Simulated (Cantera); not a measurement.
Cantera run:

```python
import numpy as np
import cantera as ct

gas_names = """
    Br2 O
""".split()
cond_names = """
    BaO(s) BaO(L) BaBr2(s) BaBr2(L)
""".split()


# ... load() reads the species with a 1 bar reference pressure and builds the phases ...
species = {s.name: s for s in load("nasa_gas.yaml", gas_names) + load("nasa_condensed.yaml", cond_names)}
# Each term lists the table entries of one substance; the one whose range holds T is used.
reactions = {
    'Br2(g) + BaO = O(g) + BaBr2':
        [(-1, ['Br2']), (-1, ['BaO(s)', 'BaO(L)']), (1, ['O']), (1, ['BaBr2(s)', 'BaBr2(L)'])],
}


def pick(names, T):
    return next(species[n] for n in names if species[n].thermo.min_temp <= T <= species[n].thermo.max_temp)


results = []
for label, terms in reactions.items():
    print(label)
    print("     T/K   dH/kJ  dS/(J/K)   dG/kJ   log10 K")
    for T in [300, 2098, 2148, 2198, 2248, 2298, 2348, 2398, 2448]:
        used = [(nu, pick(names, T)) for nu, names in terms]
        dH = sum(nu * s.thermo.h(T) for nu, s in used) / 1e6
        dS = sum(nu * s.thermo.s(T) for nu, s in used) / 1e3
        dG = dH - T * dS / 1e3
        logK = -dG * 1e6 / (ct.gas_constant * T * np.log(10))
        results.append((label, T, dH, dS, dG, logK, [s.name for _, s in used]))
        print(f"{T:8g} {dH:8.1f} {dS:8.1f} {dG:8.1f} {logK:8.2f}")
```

Result:

```
Br2(g) + BaO = O(g) + BaBr2
     T/K   dH/kJ  dS/(J/K)   dG/kJ   log10 K
     300      8.7     -7.8     11.0    -1.92
    2098     78.6     56.8    -40.6     1.01
    2148     79.6     57.3    -43.5     1.06
    2198     80.6     57.8    -46.4     1.10
    2248     81.6     58.2    -49.3     1.14
    2298     24.0     33.0    -51.9     1.18
    2348     25.0     33.4    -53.5     1.19
    2398     25.9     33.8    -55.2     1.20
    2448     26.8     34.2    -56.9     1.21
```

Standard-state values (1 bar) from the NASA 1993 polynomials, evaluated with Cantera. Condensed species are held in their standard states even where they would react or evaporate.
